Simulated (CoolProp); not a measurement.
Aqueous potassium carbonate as a coolant, at -6 °C, 1 atm.

Model: Melinder's fits for secondary coolants, in CoolProp.

| mass % | freezing point (°C) | Prandtl number | density (kg/m³) | cp (kJ/(kg K)) | viscosity (mPa s) |
|---|---|---|---|---|---|
| 18.6 | -7.9 | 19.8 | 1185 | 3.321 | 3.21 |
| 21.9 | -10.2 | … | … | 3.198 | 3.58 |
| 25.2 | … | 23.6 | 1256 | … | 4.07 |
| 28.4 | -16.5 | 26.6 | 1292 | 2.968 | 4.73 |
| 31.7 | -21.1 | 30.8 | 1329 | 2.866 | 5.65 |
| 35 | -26.7 | 36.9 | 1368 | 2.777 | 6.92 |

**Question.** Fill in the missing entries.

**Answer.** 
- 21.9, Prandtl number: 21.4
- 21.9, density (kg/m³): 1220
- 25.2, freezing point (°C): -13.0
- 25.2, cp (kJ/(kg K)): 3.078
